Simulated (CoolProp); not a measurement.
A single-stage vapour-compression cycle with chlorine: evaporating at 239.15 K (dew point), condensing at 272.15 K (bubble point), superheat 10 K, subcooling 5 K, compressor efficiency 0.8, no pressure losses. Each further row changes one setting.

The numbers come from the reference Helmholtz-energy equation of state, Thol 2021 in CoolProp.

```
case                              cooling COP  pressure ratio  discharge temperature (K)  refrigerating effect (kJ/kg)  volumetric capacity (kJ/m³)
--------------------------------  -----------  --------------  -------------------------  ----------------------------  ---------------------------
as stated                                5.04            3.52                      361.2                           265                          940
evaporating temperature 244.15 K         6.19            2.84                      346.4                           ___                          ___
condensing temperature 267.15 K           ___            2.98                      344.5                           270                          ___
subcooling 10 K                          5.13            3.52                      361.2                           270                          ___
superheat 20 K                           4.92            3.52                        ___                           270                          917
compressor efficiency 0.7                4.41            3.52                      375.9                           265                          940
```

What belongs in the gaps?


- evaporating temperature 244.15 K, refrigerating effect (kJ/kg): 267
- evaporating temperature 244.15 K, volumetric capacity (kJ/m³): 1160
- condensing temperature 267.15 K, cooling COP: 6.05
- condensing temperature 267.15 K, volumetric capacity (kJ/m³): 957
- subcooling 10 K, volumetric capacity (kJ/m³): 956
- superheat 20 K, discharge temperature (K): 375.0
